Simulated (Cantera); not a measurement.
**Fluorocarbon and chlorocarbon gases: CH2F2 + HCl**

Charge: 1 mol CH2F2, 2.3 mol HCl, equilibrated at 998.15 K and 133 Pa.

Cantera equilibrium calculation (NASA polynomials, part measured and part estimated; ideal gas, pure solids and liquids). Candidate condensed phases: C, C6H6, C7H8, C8H18; 118 gas species. The numbers say what is thermodynamically allowed, not how fast it happens.

```yaml
x(HCl): 0.535
x(HF): 0.465
x(Cl): 1.13e-5
x(H2): 6.83e-6
x(Cl2): 1.19e-6
n(C(graphite)): 1.00 mol
gas_amount: 4.300 mol
```
